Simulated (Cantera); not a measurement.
A Cantera script and its output.

```python
import numpy as np
import cantera as ct

gas = ct.Solution("gri30.yaml")


def delay(T, t_max=10):
    gas.TPX = T, 1000000, {'CH4': 1, 'O2': 1.25, 'N2': 5.12}
    reactor = ct.IdealGasReactor(gas, clone=False)
    net = ct.ReactorNet([reactor])
    net.rtol, net.atol = 1e-8, 1e-16
    while net.time < t_max:
        t_old, T_old = net.time, reactor.T
        net.step()
        if reactor.T > T + 400:  # ignition: a rise of 400 K
            return t_old + (T + 400 - T_old) / (reactor.T - T_old) * (net.time - t_old)
    return np.nan


taus = []
for T in [1250, 1350, 1450, 1550, 1650, 1750]:
    taus.append(delay(T))
    print(f"T0 = {T:6g} K   tau = {taus[-1]:.4e} s")
```

Output:

```
T0 =   1250 K   tau = 3.3568e-03 s
T0 =   1350 K   tau = 1.0779e-03 s
T0 =   1450 K   tau = 3.7711e-04 s
T0 =   1550 K   tau = 1.4160e-04 s
T0 =   1650 K   tau = 5.7100e-05 s
T0 =   1750 K   tau = 2.5029e-05 s
```

Model: GRI-Mech 3.0 (53 species, 325 reactions), integrated in Cantera.
